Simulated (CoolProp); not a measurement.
Properties of methanol along the isotherm 292.55 °C (Tc = 240.2 °C, pc = 82.16 bar, ω = 0.565).

Computed with CoolProp (reference Helmholtz-energy equation of state, de Reuck 1993).

| p (bar) | phase | isothermal compressibility (1/MPa) | expansivity (1/kK) | Prandtl number | fugacity coefficient |
|---|---|---|---|---|---|
| 54.8 | gas | 0.2243 | 3.505 | 0.977 | 0.8547 |
| 110 | supercritical | 0.1579 | 9.337 | 1.55 | 0.7118 |
| 164 | supercritical | 0.1107 | 17.74 | 2.50 | 0.5825 |
| 219 | supercritical | 0.03156 | 8.520 | 2.11 | 0.4851 |
| 274 | supercritical | 0.01650 | 5.625 | 2.03 | 0.4228 |
| 329 | supercritical | 0.01084 | 4.293 | 2.03 | 0.3810 |
| 383 | supercritical | 0.007999 | 3.526 | 2.05 | 0.3520 |
| 438 | supercritical | 0.006275 | 3.018 | 2.09 | 0.3305 |
| 493 | supercritical | 0.005144 | 2.661 | 2.13 | 0.3144 |
| 548 | supercritical | 0.004346 | 2.395 | 2.16 | 0.3023 |
| 602 | supercritical | 0.003765 | 2.193 | 2.20 | 0.2934 |
| 657 | supercritical | 0.003310 | 2.028 | 2.24 | 0.2865 |
| 712 | supercritical | 0.002950 | 1.893 | 2.27 | 0.2814 |
| 767 | supercritical | 0.002660 | 1.781 | 2.30 | 0.2778 |
| 822 | supercritical | 0.002421 | 1.686 | 2.33 | 0.2755 |

Viscosity comes from a separate model (Xiang 2006). Thermal conductivity comes from a separate model (Sykioti 2013).
